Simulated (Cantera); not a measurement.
An isothermal, constant-pressure homogeneous reactor starts with 50.0 % CH₄, 50.0 % H₂, at 1775 K and 97.0 Pa.

Computed with Cantera and GRI-Mech 3.0 (53 species, 325 reactions). GRI-Mech 3.0 stops at C3 and has no aromatics, soot or wall deposition, so with more carbon than oxygen in the feed, carbon stays in small species such as C2H2 where larger ones or solid carbon would form. Radical loss at walls, strong at low pressure, is not modelled.

x: mole fraction; the columns are a selection and need not sum to one.

```csv
t (s),x CH₄,x H₂,x C₂H₄,x C₂H,x CH₃,x C₂H₂,x H
0.000700,0.500,0.500,1.06e-9,<1e-12,4.94e-5,<1e-12,4.34e-6
0.00169,0.500,0.500,2.41e-8,<1e-12,0.000122,5.36e-11,7.95e-6
0.00410,0.500,0.500,___,<1e-12,___,___,___
0.00993,0.499,0.500,___,<1e-12,___,___,___
0.0240,0.498,0.501,9.62e-5,6.35e-12,0.00176,4.45e-6,9.09e-5
0.0582,0.491,0.503,0.00126,7.31e-10,0.00434,0.000202,0.000232
0.141,0.431,0.537,0.0111,9.40e-8,0.0104,0.00922,0.000698
0.341,0.218,0.680,0.00775,1.38e-6,0.00881,0.0837,0.00143
0.826,0.0920,0.768,0.00136,2.33e-6,0.00407,0.133,0.00171
2.00,0.0348,0.807,0.000231,3.14e-6,0.00181,0.154,0.00209
```

### Question
Complete the blanks.

### Answer

- 0.00410, x C₂H₄: 4.31e-7
- 0.00410, x CH₃: 0.000298
- 0.00410, x C₂H₂: 2.54e-9
- 0.00410, x H: 1.67e-5
- 0.00993, x C₂H₄: 6.71e-6
- 0.00993, x CH₃: 0.000723
- 0.00993, x C₂H₂: 1.06e-7
- 0.00993, x H: 3.81e-5
